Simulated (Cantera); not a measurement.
Charge: 1 mol C₃H₆, 0.52 mol H₂O, 4.7 mol H₂, held at 1950 K and 1330 Pa.

Cantera equilibrium calculation (NASA polynomials, part measured and part estimated; ideal gas, pure solids and liquids). Candidate condensed phases: C, C₆H₆, C₇H₈, C₈H₁₈, H₂O; 110 gas species. The numbers say what is thermodynamically allowed, not how fast it happens.

Base state: H₂ 0.931, CO 0.0592, H 0.00958, C₂H₂ (acetylene) 0.000509 (mole fractions); condensed: C(graphite).

**Question.** What changes in the equilibrium state with this change: H₂O from 0.52 to 0.92 mol?

**Answer.** 
| species | before | after |
|---|---|---|
| H₂ | 0.931 | 0.894 |
| CO | 0.0592 | 0.0960 |
| H | 0.00958 | 0.00939 |
| C₂H₂ (acetylene) | 0.000509 | 0.000489 |
| C(graphite), mol | 2.47 | 2.07 |

**Question.** What changes in the equilibrium state with this change: temperature from 1950 K to 2725 K?

**Answer.** 
```json
[
 {"species": "H₂", "before": "0.931", "after": "0.539"},
 {"species": "H", "before": "0.00958", "after": "0.397"},
 {"species": "CO", "before": "0.0592", "after": "0.0476"},
 {"species": "C₂H₂ (acetylene)", "before": "0.000509", "after": "0.0139"},
 {"species": "C₃", "before": "<1e-9", "after": "0.000917"},
 {"species": "C", "before": "<1e-9", "after": "0.000213"},
 {"species": "C₂", "before": "<1e-9", "after": "8.82e-5"},
 {"species": "C(graphite), mol", "before": "2.47", "after": "2.11"}
]
```
